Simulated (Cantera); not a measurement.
Charge: 1 mol MgO, 1.7 mol O2, 44 mol N2, at 1548 K and 0.0133 bar.

Equilibrium computed with Cantera from the NASA thermochemical tables; the gas is ideal and each condensed phase is pure. Candidate condensed phases: Mg, MgO; 13 gas species. Kinetics and transport are ignored.

Base state: N2 0.962, O2 0.0368, NO 0.000711, O 1.27e-5 (mole fractions); condensed: MgO(s).

Q: What changes in the equilibrium state with this change: temperature from 1548 K to 1675 K?

A: 
```
species        before    after
-----------  --------  -------
N2              0.962    0.962
O2             0.0368   0.0366
NO           0.000711  0.00121
O             1.27e-5  5.66e-5
MgO(s), mol      1.00     1.00
```

Q: What changes in the equilibrium state with this change: temperature from 1548 K to 1798.15 K?

A: 
```
species        before     after
-----------  --------  --------
N2              0.962     0.962
O2             0.0368    0.0362
NO           0.000711   0.00189
O             1.27e-5  0.000197
MgO(s), mol      1.00     1.000
```
